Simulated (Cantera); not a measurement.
A closed system holds: 1 mol CO2, 5 mol H2, 0.21 mol O2, 0.11 mol H2O, held at 2425 °C and 1 atm.

Method: chemical equilibrium by Gibbs-energy minimisation in Cantera with the NASA 1993 tables (ideal gas, pure condensed phases). Candidate condensed phases: C, C6H6, C7H8, C8H18, H2O; 110 gas species. The numbers say what is thermodynamically allowed, not how fast it happens.

Base state: H2 0.563, H2O 0.231, CO 0.151, H 0.0420, CO2 0.00919, OH 0.00440, O 0.000210, O2 3.47e-5 (mole fractions); condensed: gas only.

What changes in the equilibrium state with this change: CO2 replaced by NH3?


```json
[
 {"species": "H2", "before": "0.563", "after": "0.809"},
 {"species": "H2O", "before": "0.231", "after": "0.0714"},
 {"species": "N2", "before": "0", "after": "0.0685"},
 {"species": "CO", "before": "0.151", "after": "0"},
 {"species": "H", "before": "0.0420", "after": "0.0504"},
 {"species": "CO2", "before": "0.00919", "after": "0"},
 {"species": "NO", "before": "0", "after": "2.59e-5"},
 {"species": "O2", "before": "3.47e-5", "after": "1.61e-6"},
 {"species": "O", "before": "0.000210", "after": "4.52e-5"},
 {"species": "OH", "before": "0.00440", "after": "0.00114"}
]
```

What changes in the equilibrium state with this change: temperature from 2425 °C to 2277 °C?


```
species    before    after
-------  --------  -------
H2          0.563    0.577
H2O         0.231    0.235
CO          0.151    0.152
H          0.0420   0.0235
O        0.000210  5.59e-5
O2        3.47e-5  9.31e-6
OH        0.00440  0.00210
```
